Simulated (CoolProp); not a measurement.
A single-stage vapour-compression cycle with dimethyl ether: evaporating at 263.15 K (dew point), condensing at 294.15 K (bubble point), superheat 10 K, subcooling 5 K, compressor efficiency 0.65, no pressure losses. Each further row changes one setting.

Model: reference Helmholtz-energy equation of state, Wu 2011, in CoolProp.

```
case                              cooling COP  pressure ratio  discharge temperature (K)  refrigerating effect (kJ/kg)  volumetric capacity (kJ/m³)
--------------------------------  -----------  --------------  -------------------------  ----------------------------  ---------------------------
as stated                                5.04            2.84                      332.0                           401                         1580
evaporating temperature 268.15 K         6.22            2.35                      326.7                           407                         1910
condensing temperature 289.15 K          6.12            2.44                      323.3                           413                         1630
subcooling 10 K                          5.19            2.84                      332.0                           413                         1630
superheat 20 K                           5.01            2.84                      342.9                           416                         1570
compressor efficiency 0.55               4.27            2.84                      340.7                           401                         1580
```
